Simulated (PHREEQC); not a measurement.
Acid mine or pickling water (model solution)

Synthetic water in mg/kgw, 20 °C, pH 3.37, pe 9.5:

| constituent | mg/kgw |
|---|---|
| Na | 45.3 |
| K | 9.88 |
| Ca | 75.6 |
| Mg | 3.12 |
| Cl | 36.2 |
| S(6) as SO4 | 284 |
| Fe(3) | 0.362 |

Valence states are taken as typed.

The numbers come from PHREEQC with the ion-association model, phreeqc.dat.

Each row changes one thing in this solution. Precipitation was switched off in this run.

| case | ionic strength (mol/kgw) | SO4-2 (mol/kgw) | Ca+2 (mol/kgw) | CaSO4 (mol/kgw) | Mg+2 (mol/kgw) | HSO4- (mol/kgw) | SI of Jarosite-K (KFe3(SO4)2(OH)6) | SI of Gypsum (CaSO4:2H2O) |
|---|---|---|---|---|---|---|---|---|
| as made | 0.0103 | 0.00253 | 0.00158 | 0.000305 | 0.000104 | 6.98e-5 | -0.71 | -1.17 |
| Cl from 36.2 to 18.1 mg/kgw | … | 0.00253 | 0.00158 | 0.000307 | 0.000104 | 7.00e-5 | -0.70 | -1.16 |
| temperature from 20 to 55 °C at the same typed pH | 0.00999 | 0.00240 | 0.00154 | 0.000344 | 8.63e-5 | 0.000149 | -0.89 | -1.17 |
| all concentrations times 3 at the same typed pH | 0.0281 | 0.00698 | … | 0.00147 | 0.000269 | … | +1.17 | -0.48 |
| Cl from 36.2 to 72.4 mg/kgw | 0.0109 | 0.00254 | 0.00159 | 0.000301 | 0.000104 | 6.95e-5 | -0.72 | -1.17 |

Task: Fill in the missing entries.

Result: 
- Cl from 36.2 to 18.1 mg/kgw, ionic strength (mol/kgw): 0.0101
- all concentrations times 3 at the same typed pH, Ca+2 (mol/kgw): 0.00419
- all concentrations times 3 at the same typed pH, HSO4- (mol/kgw): 0.000164

Species that the database lacks are ignored. Some of these states are supersaturated (in Hematite (slow to form), Goethite (slow to form), Jarosite-K, for instance). Away from 25 °C the constants follow the database's enthalpies or fits; those with neither stay at their 25 °C values.
